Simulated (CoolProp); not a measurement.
Computed with CoolProp (reference Helmholtz-energy equation of state, Akasaka 2020).

Q: Give the vapour pressure (kPa), liquid density (kg/m³), vapour density (kg/m³), enthalpy of vaporisation (kJ/kg) of saturated R1123 at 240.9 K.

A: 
| T (K) | p (kPa) | liquid density (kg/m³) | vapour density (kg/m³) | enthalpy of vaporisation (kJ/kg) |
|---|---|---|---|---|
| 240.9 | 368 | 1250 | 16.6 | 203 |
